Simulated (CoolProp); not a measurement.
Model: reference Helmholtz-energy equation of state, Thol 2022, in CoolProp.

For vinyl chloride, give the phase and the cv (kJ/(kg K)) at 430 K and 0.299 MPa.


- 430 K and 0.299 MPa: gas; cv 0.960
